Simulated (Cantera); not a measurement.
**Thermodynamics of silicon oxide and oxynitride deposition, feed SiH4 + N2O**

Charge: 1 mol SiH4, a varied amount of N2O, equilibrated at 1725 K and 44.0 Pa.

These are equilibrium values from Cantera (NASA tables, ideal gas, pure condensed phases), not measurements of a reactor. Candidate condensed phases: H2O, Si, SiO2, Si2N2O, Si3N4; 35 gas species. The tables' values for SiN are old estimates; treat these amounts as uncertain. The tables hold silica as quartz up to 1696 K and as liquid above; real silica turns to tridymite and cristobalite and melts near 1996 K. Gases not in the tables: Si2H6 and higher silanes. Equilibrium is a limit: real reactors are often held back by kinetics, nucleation or transport.

```csv
n(N2O) (mol),x H2,x N2,x H2O,x O2,x SiO,n Si(l),n SiO2(condensed)
0.46,0.677,0.157,7.45e-8,<1e-12,0.157,0.533,0
0.67,0.592,0.199,8.29e-8,<1e-12,0.199,0.322,0
0.99,0.497,0.247,8.63e-8,<1e-12,0.247,0.000175,0
1.5,0.489,0.372,0.00412,1.09e-10,0.128,0,0.483
2.2,0.413,0.518,0.0551,2.74e-8,0.00808,0,0.966
3.2,0.151,0.614,0.231,3.57e-6,0.000708,0,0.996
4.7,0.00157,0.664,0.280,0.0485,6.07e-6,0,1.000
7,0.000620,0.664,0.188,0.140,3.57e-6,0,1.000
10,0.000366,0.664,0.131,0.197,3.01e-6,0,1.000
15,0.000220,0.664,0.0870,0.241,2.72e-6,0,1.000
23,0.000134,0.664,0.0565,0.272,2.56e-6,0,1.000
```
x: gas mole fraction; n: condensed amount in mol.

From 0.46 mol N2O to 0.99 mol N2O the condensed part is Si(l). From 1.5 mol N2O to 23 mol N2O the condensed part is SiO2(condensed). The main Si-bearing gas is SiO throughout.
